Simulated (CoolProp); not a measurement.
Properties of octamethylcyclotetrasiloxane (D4) at several states (Tc = 586.5 K, pc = 1347 kPa, ω = 0.598).

The numbers come from the reference Helmholtz-energy equation of state, Thol 2015 in CoolProp.

```json
[
 {"T (K)": "612.3", "p (kPa)": "2040", "phase": "supercritical", "density (kg/m³)": "361.9", "cv (kJ/(kg K))": "2.080", "Joule-Thomson coefficient (K/MPa)": "11.59", "isothermal compressibility (1/MPa)": "0.8543", "expansivity (1/kK)": "23.16"},
 {"T (K)": "314.4", "p (kPa)": "907", "phase": "liquid", "density (kg/m³)": "933.6", "cv (kJ/(kg K))": "1.405", "Joule-Thomson coefficient (K/MPa)": "-0.3892", "isothermal compressibility (1/MPa)": "0.001716", "expansivity (1/kK)": "1.219"},
 {"T (K)": "367.9", "p (kPa)": "81.6", "phase": "liquid", "density (kg/m³)": "869.6", "cv (kJ/(kg K))": "1.520", "Joule-Thomson coefficient (K/MPa)": "-0.3137", "isothermal compressibility (1/MPa)": "0.002835", "expansivity (1/kK)": "1.380"},
 {"T (K)": "612.6", "p (kPa)": "1340", "phase": "gas", "density (kg/m³)": "126.2", "cv (kJ/(kg K))": "2.047", "Joule-Thomson coefficient (K/MPa)": "15.31", "isothermal compressibility (1/MPa)": "1.387", "expansivity (1/kK)": "8.980"},
 {"T (K)": "337.8", "p (kPa)": "17.9", "phase": "liquid", "density (kg/m³)": "905.1", "cv (kJ/(kg K))": "1.453", "Joule-Thomson coefficient (K/MPa)": "-0.3583", "isothermal compressibility (1/MPa)": "0.002143", "expansivity (1/kK)": "1.288"}
]
```
